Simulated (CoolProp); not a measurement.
Vapour-liquid equilibrium of n-hexane (1) + p-xylene (2) at 416.8 K; x and y are mole fractions of (1).

The numbers come from the multi-fluid Helmholtz-energy mixture model, Thol 2019 and Zhou 2012; pair parameters Bell 2016 in CoolProp.

```
x      bubble pressure (bar)  y at the bubble point  dew pressure at overall composition x (bar)  liquid density (mol/L)
-----  ---------------------  ---------------------  -------------------------------------------  ----------------------
0.05                   1.489                  0.244                                        1.220                   7.008
0.125                  1.952                  0.457                                        1.312                   6.955
0.2                    2.394                  0.584                                        1.418                   6.900
0.275                  2.816                  0.671                                        1.542                   6.842
0.35                   3.223                  0.734                                        1.689                   6.782
0.425                  3.617                  0.784                                        1.866                   6.720
0.5                    4.003                  0.824                                        2.083                   6.655
0.575                  4.384                  0.857                                        2.354                   6.587
0.65                   4.764                  0.887                                        2.701                   6.517
0.725                  5.146                  0.914                                        3.157                   6.443
0.8                    5.536                  0.939                                        3.769                   6.365
0.875                  5.936                  0.962                                        4.603                   6.284
0.95                   6.353                  0.985                                        5.725                   6.199
```

No azeotrope shows between x = 0.05 and 0.95.

The pair parameters rest on a limited set of measurements; away from them the model extrapolates.
